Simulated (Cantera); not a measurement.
# Ignition delay

Mixture: 9.78 % CO, 1.57 % H2, 1.47 % CH4, 18.3 % O2, 68.9 % N2, at 10.0 bar, adiabatic and at constant pressure. Ignition delay is the time to a rise of 400 K.

Detailed kinetics in Cantera: GRI-Mech 3.0 (53 species, 325 reactions). Where the delays flatten at high temperature, the 400 K rule measures the pace of heat release, not the induction time.

| T0 (K) | delay (ms) |
|---|---|
| 1275 | 0.0725 |
| 1325 | 0.0442 |
| 1375 | 0.0288 |
| 1425 | 0.0200 |
| 1475 | 0.0147 |
| 1525 | 0.0113 |
| 1575 | 0.00906 |
| 1625 | 0.00752 |

The apparent activation energy between 1525 and 1625 K comes out as 84 kJ/mol.
